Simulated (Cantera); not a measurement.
**Stirred combustor or abatement burner**

A perfectly stirred reactor is fed with 4.04 % CH4, 0.359 % H2, 20.1 % O2, 75.5 % N2, at 3.16 atm; it is adiabatic with a 350 K inlet, and is followed from long to short residence time, starting on the burning branch (τ in s: 0.036, 0.021, 0.012, 0.0068, 0.0039, 0.0023, 0.0013, 0.00075, 0.00043, 0.00025, 0.00014, 8.2e-05).

Cantera simulation using GRI-Mech 3.0 (53 species, 325 reactions); the numbers are that mechanism's predictions, not measurements.

```json
[
 {"τ (s)": "0.036", "T (K)": "1312", "x CH4": "0.000381", "x H2": "0.000134", "x O2": "0.121", "x CH2CO": "3.47e-6", "x CH3": "1.27e-5", "x C2H": "<1e-12", "x C2H6": "2.39e-6"},
 {"τ (s)": "0.021", "T (K)": "1264", "x CH4": "0.000995", "x H2": "0.000354", "x O2": "0.125", "x CH2CO": "9.55e-6", "x CH3": "1.76e-5", "x C2H": "<1e-12", "x C2H6": "7.88e-6"},
 {"τ (s)": "0.012", "T (K)": "350", "x CH4": "0.0404", "x H2": "0.00359", "x O2": "0.201", "x CH2CO": "<1e-12", "x CH3": "<1e-12", "x C2H": "<1e-12", "x C2H6": "<1e-12"},
 {"τ (s)": "0.0068", "T (K)": "350", "x CH4": "0.0404", "x H2": "0.00359", "x O2": "0.201", "x CH2CO": "<1e-12", "x CH3": "<1e-12", "x C2H": "<1e-12", "x C2H6": "<1e-12"},
 {"τ (s)": "0.0039", "T (K)": "350", "x CH4": "0.0404", "x H2": "0.00359", "x O2": "0.201", "x CH2CO": "<1e-12", "x CH3": "<1e-12", "x C2H": "<1e-12", "x C2H6": "<1e-12"},
 {"τ (s)": "0.0023", "T (K)": "350", "x CH4": "0.0404", "x H2": "0.00359", "x O2": "0.201", "x CH2CO": "<1e-12", "x CH3": "<1e-12", "x C2H": "<1e-12", "x C2H6": "<1e-12"},
 {"τ (s)": "0.0013", "T (K)": "350", "x CH4": "0.0404", "x H2": "0.00359", "x O2": "0.201", "x CH2CO": "<1e-12", "x CH3": "<1e-12", "x C2H": "<1e-12", "x C2H6": "<1e-12"},
 {"τ (s)": "0.00075", "T (K)": "350", "x CH4": "0.0404", "x H2": "0.00359", "x O2": "0.201", "x CH2CO": "<1e-12", "x CH3": "<1e-12", "x C2H": "<1e-12", "x C2H6": "<1e-12"},
 {"τ (s)": "0.00043", "T (K)": "350", "x CH4": "0.0404", "x H2": "0.00359", "x O2": "0.201", "x CH2CO": "<1e-12", "x CH3": "<1e-12", "x C2H": "<1e-12", "x C2H6": "<1e-12"},
 {"τ (s)": "0.00025", "T (K)": "350", "x CH4": "0.0404", "x H2": "0.00359", "x O2": "0.201", "x CH2CO": "<1e-12", "x CH3": "<1e-12", "x C2H": "<1e-12", "x C2H6": "<1e-12"},
 {"τ (s)": "0.00014", "T (K)": "350", "x CH4": "0.0404", "x H2": "0.00359", "x O2": "0.201", "x CH2CO": "<1e-12", "x CH3": "<1e-12", "x C2H": "<1e-12", "x C2H6": "<1e-12"},
 {"τ (s)": "8.2e-5", "T (K)": "350", "x CH4": "0.0404", "x H2": "0.00359", "x O2": "0.201", "x CH2CO": "<1e-12", "x CH3": "<1e-12", "x C2H": "<1e-12", "x C2H6": "<1e-12"}
]
```
x: mole fraction; the columns are a selection and need not sum to one.
